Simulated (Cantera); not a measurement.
A perfectly stirred reactor is fed with CH4 : CO2 = 1 : 1.6 (molar parts), at 22.0 bar; it is held at 1625 K, and followed from long to short residence time.

Model: GRI-Mech 3.0 (53 species, 325 reactions), integrated in Cantera. The pressure lies above the range GRI-Mech 3.0 was tuned for (to about 10 atm).

### Question
What does this change do: temperature 1625 to 1925 K?

### Answer
```tsv
quantity	before	after
x(CH4) at τ = 1.10 s	0.0673	0.00325
x(CO2) at τ = 1.10 s	0.118	0.0368
x(CO) at τ = 1.10 s	0.438	0.528
x(CH2O) at τ = 1.10 s	1.92e-6	1.74e-6
x(H2O) at τ = 1.10 s	0.156	0.0991
x(CH4) at τ = 79.0 ms	0.0933	0.0140
x(CO2) at τ = 79.0 ms	0.233	0.0511
x(CO) at τ = 79.0 ms	0.285	0.506
x(CH2O) at τ = 79.0 ms	5.02e-6	2.45e-6
x(H2O) at τ = 79.0 ms	0.194	0.124
```

### Question
What does this change do: CO2 1.6 to 0.63 parts?

### Answer
| quantity | before | after |
|---|---|---|
| x(CH4) at τ = 1.10 s | 0.0673 | 0.169 |
| x(CO2) at τ = 1.10 s | 0.118 | 0.0372 |
| x(CO) at τ = 1.10 s | 0.438 | 0.343 |
| x(CH2O) at τ = 1.10 s | 1.92e-6 | 1.67e-6 |
| x(H2O) at τ = 1.10 s | 0.156 | 0.0940 |
| x(CH4) at τ = 79.0 ms | 0.0933 | 0.192 |
| x(CO2) at τ = 79.0 ms | 0.233 | 0.0954 |
| x(CO) at τ = 79.0 ms | 0.285 | 0.224 |
| x(CH2O) at τ = 79.0 ms | 5.02e-6 | 2.64e-6 |
| x(H2O) at τ = 79.0 ms | 0.194 | 0.157 |
